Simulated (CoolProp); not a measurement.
Vapour-liquid equilibrium of ethylene (1) + isobutane (2) at 65.4 kPa; x and y are mole fractions of (1).

The numbers come from the multi-fluid Helmholtz-energy mixture model, Smukala 2000 and Bücker 2006; pair parameters Bell 2016 in CoolProp.

```json
[
 {"x": "0.05", "bubble temperature (°C)": "-46.3", "y at the bubble point": "0.694", "dew temperature at overall composition x (°C)": "-23.6", "liquid density (mol/L)": "11.09"},
 {"x": "0.2", "bubble temperature (°C)": "-78.0", "y at the bubble point": "0.966", "dew temperature at overall composition x (°C)": "-27.4", "liquid density (mol/L)": "12.52"},
 {"x": "0.35", "bubble temperature (°C)": "-90.7", "y at the bubble point": "0.991", "dew temperature at overall composition x (°C)": "-31.8", "liquid density (mol/L)": "13.76"},
 {"x": "0.5", "bubble temperature (°C)": "-98.3", "y at the bubble point": "0.997", "dew temperature at overall composition x (°C)": "-37.1", "liquid density (mol/L)": "15.07"},
 {"x": "0.65", "bubble temperature (°C)": "-103.4", "y at the bubble point": "0.999", "dew temperature at overall composition x (°C)": "-43.9", "liquid density (mol/L)": "16.50"},
 {"x": "0.8", "bubble temperature (°C)": "-107.2", "y at the bubble point": "0.999", "dew temperature at overall composition x (°C)": "-53.5", "liquid density (mol/L)": "18.12"},
 {"x": "0.95", "bubble temperature (°C)": "-110.0", "y at the bubble point": "1.000", "dew temperature at overall composition x (°C)": "-73.3", "liquid density (mol/L)": "19.93"}
]
```

No azeotrope shows between x = 0.05 and 0.95.

The pair parameters rest on a limited set of measurements; away from them the model extrapolates.
